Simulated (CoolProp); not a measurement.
A single-stage vapour-compression cycle with R1336mzz(Z): evaporating at 320.15 K (dew point), condensing at 374.15 K (bubble point), superheat 10 K, subcooling 2 K, compressor efficiency 0.7, no pressure losses. Each further row changes one setting.

Values from CoolProp's reference Helmholtz-energy equation of state, McLinden 2020.

| case | cooling COP | pressure ratio | discharge temperature (K) | refrigerating effect (kJ/kg) | volumetric capacity (kJ/m³) |
|---|---|---|---|---|---|
| as stated | (withheld) | 4.45 | 375.7 | 98.2 | 1020 |
| evaporating temperature 325.15 K | 3.48 | 3.79 | (withheld) | 102 | 1240 |
| condensing temperature 369.15 K | 3.47 | 3.96 | 371.7 | 105 | 1090 |
| subcooling 7 K | (withheld) | 4.45 | 375.7 | 105 | 1090 |
| superheat 20 K | (withheld) | 4.45 | 385.5 | 108 | 1070 |
| compressor efficiency 0.6 | 2.57 | 4.45 | 380.5 | 98.2 | 1020 |

### Question
What belongs in the gaps?

### Answer

- as stated, cooling COP: 3.00
- evaporating temperature 325.15 K, discharge temperature (K): 376.2
- subcooling 7 K, cooling COP: 3.21
- superheat 20 K, cooling COP: 3.14
